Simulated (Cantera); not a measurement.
Feed: 1 mol Si3H8, 0.0048 mol Cl2, 130 mol N2, at 2.70 mbar.

These are equilibrium values from Cantera (NASA tables, ideal gas, pure condensed phases), not measurements of a reactor. Candidate condensed phases: NH4Cl, Si, Si3N4; 28 gas species. The feed counts by its element totals alone. N2 is the only nitrogen source here; it is nearly inert below about 1500 K, so the nitride shown seldom forms there in practice. Equilibrium is a limit: real reactors are often held back by kinetics, nucleation or transport. All values below are at 1100 °C.

Base state: N2 0.970, H2 0.0303, HCl 7.27e-5, H 1.11e-5 (mole fractions); condensed: Si3N4(s).

Q: What changes in the equilibrium state with this change: Si3H8 replaced by SiHCl3?

A: 
```tsv
species	before	after
N2	0.970	0.986
HCl	7.27e-5	0.00704
SiCl2	5.59e-9	0.00575
H2	0.0303	0.000273
SiCl3	<1e-9	0.000777
SiCl4	<1e-9	0.000485
Cl	2.22e-8	2.26e-5
H	1.11e-5	1.06e-6
Si3N4(s), mol	1.00	0.0253
```
The tables' values for SiCl3 are old estimates; treat these amounts as uncertain.
